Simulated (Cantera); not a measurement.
Input: 1 mol MgO, 0.23 mol SO₃, 0.24 mol CO₂, equilibrated at 2.30 bar.

These are equilibrium values from Cantera (NASA tables, ideal gas, pure condensed phases), not measurements of a reactor. Candidate condensed phases: C, Mg, MgCO₃, MgO, MgS, MgSO₄, S; 26 gas species. Mutual solubility and eutectic melting of coexisting phases are not modelled. The numbers say what is thermodynamically allowed, not how fast it happens.

x: gas mole fraction; n: condensed amount in mol.

| T (°C) | x CO₂ | x O₂ | x SO₂ | x SO₃ | x CO | x O | x SO | n MgCO₃(s) | n MgO(s) | n MgSO₄(s) |
|---|---|---|---|---|---|---|---|---|---|---|
| 400 | 0.409 | 0.591 | <1e-12 | <1e-12 | <1e-12 | <1e-12 | <1e-12 | 0.240 | 0.530 | 0.230 |
| 500 | 1.00 | 7.55e-9 | 1.46e-8 | 1.11e-10 | [?] | <1e-12 | <1e-12 | 0 | 0.770 | 0.230 |
| 600 | 1.000 | 6.74e-7 | 1.35e-6 | 1.68e-8 | [?] | <1e-12 | <1e-12 | 0 | 0.770 | 0.230 |
| 700 | 1.000 | 2.37e-5 | 4.74e-5 | 8.77e-7 | [?] | <1e-12 | <1e-12 | 0 | 0.770 | 0.230 |
| 800 | 0.999 | 0.000421 | 0.000842 | 2.13e-5 | [?] | 1.68e-11 | <1e-12 | 0 | 0.770 | 0.230 |
| 900 | 0.986 | 0.00449 | 0.00897 | 0.000293 | [?] | 6.17e-10 | 3.62e-11 | 0 | 0.772 | 0.228 |
| 1000 | 0.900 | 0.0324 | 0.0647 | 0.00260 | [?] | 1.28e-8 | 1.11e-9 | 0 | 0.788 | 0.212 |
| 1100 | 0.468 | 0.172 | 0.344 | 0.0165 | [?] | 1.69e-7 | 2.05e-8 | 0 | 0.955 | 0.0450 |
| 1200 | 0.413 | 0.192 | 0.384 | 0.0110 | [?] | 8.07e-7 | 1.30e-7 | 0 | 1.00 | 0 |
| 1300 | 0.412 | 0.194 | 0.388 | 0.00679 | [?] | 3.03e-6 | 6.27e-7 | 0 | 1.00 | 0 |
| 1400 | 0.411 | 0.195 | 0.390 | 0.00443 | [?] | 9.73e-6 | 2.50e-6 | 0 | 1.00 | 0 |
| 1500 | 0.411 | 0.195 | 0.391 | 0.00303 | [?] | 2.74e-5 | 8.49e-6 | 0 | 1.00 | 0 |
| 1600 | 0.410 | 0.196 | 0.391 | 0.00216 | [?] | 6.90e-5 | 2.53e-5 | 0 | 1.00 | 0 |

Problem. What belongs in the gaps?

Solution. 
- 500, x CO: 2.10e-11
- 600, x CO: 3.47e-10
- 700, x CO: 3.21e-9
- 800, x CO: 1.97e-8
- 900, x CO: 8.84e-8
- 1000, x CO: 2.91e-7
- 1100, x CO: 4.54e-7
- 1200, x CO: 2.01e-6
- 1300, x CO: 8.56e-6
- 1400, x CO: 3.07e-5
- 1500, x CO: 9.49e-5
- 1600, x CO: 0.000260
